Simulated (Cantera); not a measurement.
A closed system holds: 1 mol SiC, 0.11 mol N2O, 200 mol H2, at 1875 K and 34.0 Pa.

Cantera equilibrium calculation (NASA polynomials, part measured and part estimated; ideal gas, pure solids and liquids). Candidate condensed phases: C, C6H6, C7H8, C8H18, H2O, Si, SiC, SiO2, Si2N2O, Si3N4; 151 gas species. The numbers say what is thermodynamically allowed, not how fast it happens.

Base state: H2 0.963, H 0.0349, Si 0.00108, CO 0.000534, N2 0.000460, C2H2 (acetylene) 0.000208, HCN 0.000151, SiH 1.81e-5 (mole fractions); condensed: SiC(s).

**Question.** What changes in the equilibrium state with this change: pressure from 34.0 Pa to 1330 Pa?

**Answer.** 
| species | before | after |
|---|---|---|
| H2 | 0.963 | 0.993 |
| H | 0.0349 | 0.00566 |
| N2 | 0.000460 | 0.000535 |
| Si | 0.00108 | 0.000190 |
| SiC2 | 1.63e-5 | 6.03e-8 |
| C2H2 (acetylene) | 0.000208 | 4.50e-6 |
| SiO | 5.36e-6 | 0.000177 |
| SiH2 | 1.94e-6 | 1.38e-5 |
| SiC(s), mol | 0.764 | 0.918 |
Gases not in the tables: Si2H6 and higher silanes.

**Question.** What changes in the equilibrium state with this change: 1.2 mol CO2 added?

**Answer.** 
```csv
species,before,after
H2,0.963,0.949
H,0.0349,0.0346
CO,0.000534,0.0106
Si,0.00108,0.00314
SiO,5.36e-6,0.00158
C2H2 (acetylene),0.000208,7.77e-6
SiC2,1.63e-5,1.80e-6
HCN,0.000151,3.10e-5
SiH,1.81e-5,5.22e-5
"SiC(s), mol",0.764,0
```
